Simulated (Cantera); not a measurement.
Source: NASA polynomial tables (part measured, part estimated), evaluated in Cantera. Values are per mole of reaction as written; species without (g) are pure solids or liquids, kept so even where they would boil at 1 bar.

Q: Between 300 and 1898 K, where is each reaction favourable under standard conditions?
- 3 H₂(g) + 6 F(g) + 2 BN = 2 NH₃(g) + 2 BF₃(g)

A: 
- 3 H₂(g) + 6 F(g) + 2 BN = 2 NH₃(g) + 2 BF₃(g): ΔG° is -2194 kJ at 300 K and -1303 kJ at 1898 K; it stays negative (K > 1). ΔH° is -2410 kJ and ΔS° -583 J/K at 1898 K.
